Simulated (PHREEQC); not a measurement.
Consider water at 70 °C with 0.021 mol/kgw NH4BF4. Closed to the air; pH follows from the charge balance.

Equilibrium calculation in PHREEQC: ion-association model, phreeqc.dat.

This is a speciation only: nothing precipitates in the calculation.

**Question.** Predict the pH.

**Answer.** pH 3.02.

**Question.** In which forms is F present?

**Answer.** BF4- 76 %, HF 11 %, BF3OH- 5.7 %, F- 3.8 %, BF2(OH)2- 2.7 % of the F.

Away from 25 °C the constants follow the database's enthalpies or fits; those with neither stay at their 25 °C values. Real BF4- forms and hydrolyses slowly; the run takes it at equilibrium.
